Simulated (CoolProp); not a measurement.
Computed with CoolProp (reference Helmholtz-energy equation of state, Lemmon 2006). It is a short technical equation, of lower accuracy than the large ones.

Question: For acetone, give the phase and the density (kg/m³), cp (kJ/(kg K)), cv (kJ/(kg K)), expansivity (1/kK) at 550 K and 26.1 MPa; 550 K and 31.3 MPa; 550 K and 41.7 MPa.

Answer: 
- 550 K and 26.1 MPa: supercritical; density 534, cp 2.76, cv 2.06, expansivity 2.35
- 550 K and 31.3 MPa: supercritical; density 554, cp 2.71, cv 2.06, expansivity 2.03
- 550 K and 41.7 MPa: supercritical; density 585, cp 2.64, cv 2.05, expansivity 1.64
